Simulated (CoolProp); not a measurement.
Properties of decamethyltetrasiloxane (MD2M) along the isobar 5.5 bar (Tc = 599.4 K, pc = 11.44 bar, ω = 0.635).

The numbers come from the reference Helmholtz-energy equation of state, Thol 2017 in CoolProp.

| T (K) | phase | density (kg/m³) | cv (kJ/(kg K)) | speed of sound (m/s) | expansivity (1/kK) | fugacity coefficient |
|---|---|---|---|---|---|---|
| 454.3 | liquid | 685.9 | 1.807 | 478.6 | 1.741 | 0.1321 |
| 466 | liquid | 671.7 | 1.830 | 447.2 | 1.847 | 0.1747 |
| 477.6 | liquid | 657.0 | 1.853 | 416.2 | 1.971 | 0.2257 |
| 489.3 | liquid | 641.5 | ? | 385.0 | 2.121 | 0.2867 |
| 501 | liquid | ? | 1.897 | 353.7 | 2.304 | 0.3577 |
| 512.7 | liquid | 607.7 | 1.920 | ? | 2.534 | 0.4390 |
| 524.4 | liquid | 589.0 | 1.942 | 290.4 | 2.834 | 0.5306 |
| 536 | liquid | 568.6 | 1.965 | 257.7 | 3.250 | 0.6311 |
| 547.7 | liquid | 545.5 | 1.988 | 222.5 | 3.898 | 0.7414 |
| 559.4 | gas | 49.25 | 1.965 | 89.13 | 5.336 | 0.8023 |
| 571.1 | gas | 46.51 | 1.981 | ? | 4.529 | 0.8177 |
| 582.7 | gas | 44.27 | 1.997 | 98.99 | 3.982 | 0.8314 |
| 594.4 | gas | 42.36 | ? | 102.9 | 3.576 | 0.8439 |

### Question
Complete the blanks.

### Answer

- 489.3, cv (kJ/(kg K)): 1.875
- 501, density (kg/m³): 625.1
- 512.7, speed of sound (m/s): 322.3
- 571.1, speed of sound (m/s): 94.51
- 594.4, cv (kJ/(kg K)): 2.013
